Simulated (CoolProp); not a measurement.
The fluid at 445.21 K and 0.00593 MPa is throttled through a valve to 0.00236 MPa with no heat exchange. The same conditions are run with several fluids, on thermodynamics alone (safety and materials aside).

Model: reference Helmholtz-energy equation of state of each fluid (octamethylcyclotetrasiloxane (D4): Thol 2015; ethylbenzene: Zhou 2012; R114: Platzer 1990; carbonyl sulfide: Lemmon 2006; R11: Jacobsen 1992), in CoolProp. The equations of Platzer and Polt are older, rougher fits.

| fluid | temperature change (K) | final density (kg/m³) |
|---|---|---|
| octamethylcyclotetrasiloxane (D4) | -0.1 | ? |
| ethylbenzene | -0.1 | ? |
| R114 | -0.0 | ? |
| carbonyl sulfide | -0.0 | ? |
| R11 | -0.0 | ? |

Q: Complete the blanks.

A: 
- octamethylcyclotetrasiloxane (D4), final density (kg/m³): 0.189
- ethylbenzene, final density (kg/m³): 0.0677
- R114, final density (kg/m³): 0.109
- carbonyl sulfide, final density (kg/m³): 0.0383
- R11, final density (kg/m³): 0.0876
